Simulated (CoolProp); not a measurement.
Properties of R125 at several states (Tc = 339.2 K, pc = 3618 kPa, ω = 0.305).

Computed with CoolProp (reference Helmholtz-energy equation of state, Lemmon 2005).

```csv
T (K),p (kPa),phase,cv (kJ/(kg K)),Joule-Thomson coefficient (K/MPa),viscosity (µPa s),conductivity (mW/(m K)),fugacity coefficient
426.5,17.2,gas,(withheld),(withheld),(withheld),(withheld),0.9993
485.6,66,gas,0.9654,(withheld),(withheld),(withheld),0.9983
397.4,7660,supercritical,0.9524,(withheld),33.8,35.3,0.6403
```

Q: What belongs in the gaps?

A: 
- 426.5, cv (kJ/(kg K)): 0.8987
- 426.5, Joule-Thomson coefficient (K/MPa): 4.736
- 426.5, viscosity (µPa s): 18.0
- 426.5, conductivity (mW/(m K)): 24.3
- 485.6, Joule-Thomson coefficient (K/MPa): 3.354
- 485.6, viscosity (µPa s): 20.2
- 485.6, conductivity (mW/(m K)): 29.6
- 397.4, Joule-Thomson coefficient (K/MPa): 4.992

Viscosity comes from a separate model (Huber 2006). Thermal conductivity comes from a separate model (Perkins 2006).
